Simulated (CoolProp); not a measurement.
Computed with CoolProp (reference Helmholtz-energy equation of state, Akasaka 2023).

Problem. For R1336mzz(E), give the phase and the cv (kJ/(kg K)), fugacity coefficient at 410 K and 0.713 MPa; 410 K and 4.28 MPa.

Solution. 
- 410 K and 0.713 MPa: gas; cv 0.872, fugacity coefficient 0.914
- 410 K and 4.28 MPa: supercritical; cv 0.966, fugacity coefficient 0.498
